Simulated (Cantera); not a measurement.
Cantera run, input and output.

```python
import numpy as np
import cantera as ct

gas = ct.Solution("gri30.yaml")
gas.TPX = 1723, 13332, {'NO': 1, 'N2': 0.28}
reactor = ct.IdealGasConstPressureReactor(gas, energy="off", clone=False)
net = ct.ReactorNet([reactor])
net.rtol, net.atol = 1e-08, 1e-18
show = ['NO', 'O2', 'N2', 'NO2', 'O', 'N2O']
times = np.geomspace(0.0004, 40, 10)

steps = ct.SolutionArray(gas, extra=["t"])
rows = []
print(f"{'t/s':>10s}{'T/K':>9s}{'P/Pa':>11s}" + "".join(f"{s:>11s}" for s in show))
for t in times:
    while net.time < t:
        t_next = net.step()
        steps.append(gas.state, t=t_next)
    rows.append([np.interp(t, steps.t, y) for y in (steps.T, steps.P, *steps(*show).X.T)])
    print(f"{t:10.3e}{rows[-1][0]:9.1f}{rows[-1][1]:11.4g}" + "".join(f"{x:11.3e}" for x in rows[-1][2:]))
rate = np.gradient(steps.T, steps.t)
print("integrator steps:", len(steps.t))
if steps.T.max() > steps.T[0] + 200:
    print(f"time of steepest temperature rise: {steps.t[rate.argmax()]:.4e} s")
gas.TPX = 1723, 13332, {'NO': 1, 'N2': 0.28}
gas.equilibrate("TP")
print(f"equilibrium (TP): T = {gas.T:.1f} K  " + "  ".join(f"{s} {gas[s].X[0]:.3e}" for s in show))
```

Output:

```
       t/s      T/K       P/Pa         NO         O2         N2        NO2          O        N2O
 4.000e-04   1723.0  1.333e+04  7.812e-01  2.068e-08  2.188e-01  1.108e-06  2.581e-06  3.635e-06
 1.438e-03   1723.0  1.333e+04  7.812e-01  2.405e-07  2.188e-01  8.422e-06  4.937e-06  1.280e-05
 5.166e-03   1723.0  1.333e+04  7.811e-01  3.449e-06  2.188e-01  3.891e-05  7.863e-06  4.283e-05
 1.857e-02   1723.0  1.333e+04  7.809e-01  5.542e-05  2.188e-01  1.064e-04  1.316e-05  1.204e-04
 6.672e-02   1723.0  1.333e+04  7.800e-01  4.511e-04  2.192e-01  1.403e-04  1.633e-05  2.130e-04
 2.398e-01   1723.0  1.333e+04  7.767e-01  2.087e-03  2.209e-01  1.575e-04  1.794e-05  2.260e-04
 8.618e-01   1723.0  1.333e+04  7.649e-01  7.934e-03  2.267e-01  2.011e-04  2.182e-05  2.174e-04
 3.097e+00   1723.0  1.333e+04  7.246e-01  2.802e-02  2.469e-01  2.989e-04  3.143e-05  1.911e-04
 1.113e+01   1723.0  1.333e+04  6.034e-01  8.853e-02  3.075e-01  4.226e-04  4.973e-05  1.276e-04
 4.000e+01   1723.0  1.333e+04  3.535e-01  2.135e-01  4.325e-01  3.836e-04  7.384e-05  4.177e-05
integrator steps: 901
equilibrium (TP): T = 1723.0 K  NO 3.794e-03  O2 3.887e-01  N2 6.074e-01  NO2 5.584e-06  O 9.767e-05  N2O 7.077e-08
```

Detailed kinetics in Cantera: GRI-Mech 3.0 (53 species, 325 reactions).
